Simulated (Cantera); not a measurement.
**Dilute partial oxidation**

An isothermal, constant-pressure homogeneous reactor starts with CH₂O : O₂ : N₂ = 0.026 : 0.0036 : 1 (molar parts), at 1025 K and 12800 Torr.

Model: GRI-Mech 3.0 (53 species, 325 reactions), integrated in Cantera. The pressure lies above the range GRI-Mech 3.0 was tuned for (to about 10 atm).

```
t (s)      x CH₂O      x O₂   x CH₂CO     x CH₂     x HO₂
--------  -------  --------  --------  --------  --------
4.00e-6    0.0253   0.00350    <1e-12    <1e-12   4.05e-8
1.35e-5    0.0253   0.00350    <1e-12    <1e-12   1.40e-7
4.56e-5    0.0253   0.00350    <1e-12    <1e-12   5.12e-7
0.000154   0.0252   0.00348    <1e-12    <1e-12   3.52e-6
0.000520   0.0226   0.00243  6.67e-10  3.34e-11   6.26e-5
0.00175   2.68e-7   3.16e-5   3.03e-7  9.53e-12   4.26e-7
0.00592   4.92e-8   1.83e-5   8.85e-8    <1e-12   6.84e-8
0.0200    2.02e-8   1.29e-5   4.66e-8    <1e-12   3.24e-8
0.0675    7.06e-9   5.40e-6   9.56e-9    <1e-12   9.86e-9
0.228     4.43e-9   1.21e-6  7.14e-10    <1e-12  8.97e-10
0.770     4.10e-9   2.62e-7  6.50e-11    <1e-12  5.36e-11
2.60      4.06e-9   6.61e-8  1.20e-11    <1e-12  3.76e-12
8.77      4.05e-9   1.66e-8  4.88e-12    <1e-12    <1e-12
29.6      4.05e-9   2.65e-9  3.56e-12    <1e-12    <1e-12
100       4.05e-9  5.05e-11  3.36e-12    <1e-12    <1e-12
```
x: mole fraction; the columns are a selection and need not sum to one.

Equilibrium at this temperature and pressure: CH₂O 3.91e-9, O₂ <1e-12, CH₂CO 2.32e-11, CH₂ <1e-12, HO₂ <1e-12 (gas phase only).
